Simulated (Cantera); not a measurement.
Cantera run:

```python
import numpy as np
import cantera as ct

gas_names = [...]  # 110 gases of nasa_gas.yaml made of C, H, O
cond_names = """
    C(gr) C6H6(L) C7H8(L) C8H18(L),n-octa H2O(s) H2O(L)
""".split()


# ... load() reads the species with a 1 bar reference pressure and builds the phases ...
atoms = {
    'toluene': {'C': 7, 'H': 8},
    'O2': {'O': 2},
    'H2': {'H': 2},
}
top_T = {'C(gr)': 4500}  # K; cautious upper limits of use, not melting points


# ... equilibrate(T, P, feed) seeds the gas with the atoms and calls Mixture.equilibrate('TP', solver="vcs", rtol=1e-11, max_steps=5000) ...
results = []
feed = {'toluene': 1, 'O2': 0.046, 'H2': 1}  # mol
T = 1823.15  # K
for P in [10, 56, 320, 1800, 10000, 56000, 320000, 1800000, 10000000]:
    mix = equilibrate(T, P, feed)
    results.append((T, P, feed, dict(zip(mix.species_names, mix.species_moles))))

top = {s: max(r[3][s] / sum(r[3][g] for g in gas_names) for r in results) for s in gas_names}
cols = sorted((s for s in top if top[s] > 1e-06), key=lambda s: -top[s])[:9]
seen = [c for c in cond_names if any(r[3].get(c, 0) > 1e-12 for r in results)]
print("log10 of partial pressures in bar; condensed amounts in mol")
print(f"{'P/Pa':>10s}" + "".join(f"{s[:9]:>10s}" for s in cols + seen))
for T, P, feed, n in results:
    ng = sum(n[g] for g in gas_names)
    print(f"{P:10.4g}" + "".join(f"{np.log10(max(n[s] / ng * P / 1e5, 1e-99)):10.3f}" for s in cols)
          + "".join(f"{n.get(c, 0):10.4g}" for c in seen))
```

It prints:

```
log10 of partial pressures in bar; condensed amounts in mol
      P/Pa        H2       CH4         H        CO       H2O      C2H4 C2H2,acet       CH3      C2H6     C(gr)
        10    -4.027   -11.201    -5.376    -5.752   -13.373   -13.428    -7.701   -11.245   -20.391     6.906
        56    -3.268    -9.682    -4.997    -4.999   -11.861   -11.910    -6.942   -10.106   -18.114     6.906
       320    -2.506    -8.159    -4.616    -4.240   -10.340   -10.386    -6.181    -8.964   -15.829     6.906
      1800    -1.754    -6.655    -4.240    -3.489    -8.837    -8.882    -5.429    -7.836   -13.573     6.906
     1e+04    -1.009    -5.164    -3.867    -2.743    -7.346    -7.391    -4.683    -6.717   -11.336     6.906
   5.6e+04    -0.260    -3.667    -3.493    -1.995    -5.849    -5.895    -3.935    -5.595    -9.091     6.904
   3.2e+05     0.496    -2.155    -3.115    -1.237    -4.336    -4.382    -3.178    -4.460    -6.822     6.895
   1.8e+06     1.242    -0.663    -2.742    -0.485    -2.837    -2.891    -2.433    -3.342    -4.585     6.845
     1e+07     1.964     0.781    -2.381     0.273    -1.358    -1.447    -1.711    -2.259    -2.419     6.615
```

Cantera equilibrium calculation (NASA polynomials, part measured and part estimated; ideal gas, pure solids and liquids). The ideal-gas law is rough above about 30 bar.
